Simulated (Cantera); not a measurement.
Input: 1 mol CaO, 7.3 mol Cl2, at 13.3 mbar.

Equilibrium computed with Cantera from the NASA thermochemical tables; the gas is ideal and each condensed phase is pure. Candidate condensed phases: Ca, CaCl2, CaO; 11 gas species. Condensed phases not in the tables: oxide chlorides. Kinetics and transport are ignored.

**Question.** What share of the Ca ends up in condensed phases as a function of T (K), at 650, 800, 950, 1100, 1250, 1400, 1550, 1700, 1850?

**Answer.** 
| T (K) | Ca condensed (%) | as |
|---|---|---|
| 650 | 100.0 | CaCl2(s) |
| 800 | 100.0 | CaCl2(s) |
| 950 | 100.0 | CaCl2(s) |
| 1100 | 100.0 | CaCl2(l) |
| 1250 | 98.9 | CaCl2(l) |
| 1400 | 79.9 | CaCl2(l) |
| 1550 | 0.0 | - |
| 1700 | 0.0 | - |
| 1850 | 0.0 | - |
